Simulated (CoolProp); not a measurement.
Model: reference Helmholtz-energy equation of state, Lemmon 2006, in CoolProp. It is a short technical equation, of lower accuracy than the large ones.

**Question.** For nitrous oxide, give the phase and the speed of sound (m/s) at 289.1 K and 1.01 bar; 308.7 K and 1.01 bar; 387.2 K and 1.01 bar.

**Answer.** 
- 289.1 K and 1.01 bar: gas; speed of sound 263
- 308.7 K and 1.01 bar: gas; speed of sound 271
- 387.2 K and 1.01 bar: gas; speed of sound 301
